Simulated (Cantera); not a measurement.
## Hydrocarbon pyrolysis for carbon deposition

An isothermal, constant-pressure homogeneous reactor starts with CH₄ : N₂ = 1 : 3.9 (molar parts), at 1700 K and 0.600 bar.

Cantera simulation using GRI-Mech 3.0 (53 species, 325 reactions); the numbers are that mechanism's predictions, not measurements. GRI-Mech 3.0 stops at C3 and has no aromatics, soot or wall deposition, so with more carbon than oxygen in the feed, carbon stays in small species such as C2H2 where larger ones or solid carbon would form.

| t (s) | x CH₄ | x HCN | x C₂H₄ | x CH₃ | x H₂ | x CH₂ |
|---|---|---|---|---|---|---|
| 2.00e-6 | 0.204 | <1e-12 | 1.71e-11 | 5.79e-6 | 2.70e-6 | 1.34e-11 |
| 9.28e-6 | 0.204 | <1e-12 | 4.51e-9 | 2.83e-5 | 1.40e-5 | 2.42e-10 |
| 4.31e-5 | 0.204 | <1e-12 | 6.01e-7 | 0.000131 | 6.74e-5 | 4.43e-9 |
| 0.000200 | 0.203 | 4.96e-12 | 5.18e-5 | 0.000513 | 0.000413 | 6.27e-8 |
| 0.000928 | 0.197 | 3.00e-10 | 0.00186 | 0.00126 | 0.00560 | 3.53e-7 |
| 0.00431 | 0.153 | 1.29e-8 | 0.00716 | 0.00113 | 0.0568 | 3.69e-7 |
| 0.0200 | 0.0825 | 8.02e-8 | 0.00147 | 0.000550 | 0.150 | 1.72e-7 |
| 0.0928 | 0.0258 | 2.68e-7 | 0.000587 | 0.000184 | 0.221 | 6.48e-8 |
| 0.431 | 0.00584 | 5.51e-7 | 0.000589 | 4.46e-5 | 0.246 | 1.73e-8 |
| 2.00 | 0.00278 | 9.85e-7 | 0.000603 | 2.16e-5 | 0.250 | 8.52e-9 |
| 9.28 | 0.00275 | 2.75e-6 | 0.000603 | 2.13e-5 | 0.250 | 8.42e-9 |
| 43.1 | 0.00275 | 1.25e-5 | 0.000603 | 2.13e-5 | 0.250 | 8.42e-9 |
| 200 | 0.00274 | 7.22e-5 | 0.000603 | 2.13e-5 | 0.250 | 8.42e-9 |
x: mole fraction; the columns are a selection and need not sum to one.

Equilibrium at this temperature and pressure: CH₄ 0.00189, HCN 0.0895, C₂H₄ 0.000284, CH₃ 1.47e-5, H₂ 0.252, CH₂ 5.78e-9 (gas phase only).
